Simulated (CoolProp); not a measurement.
Octamethylcyclotetrasiloxane (D4) at 300 K and 0.55 MPa is throttled through a valve to 0.236 MPa with no heat exchange. Each further row changes one setting.

Computed with CoolProp (reference Helmholtz-energy equation of state, Thol 2015).

```json
[
 {"case": "as stated", "temperature change (K)": "+0.1", "final density (kg/m³)": "949"},
 {"case": "outlet pressure 0.0708 MPa", "temperature change (K)": "+0.2", "final density (kg/m³)": "948"},
 {"case": "outlet pressure 0.307 MPa", "temperature change (K)": "+0.1", "final density (kg/m³)": "949"}
]
```
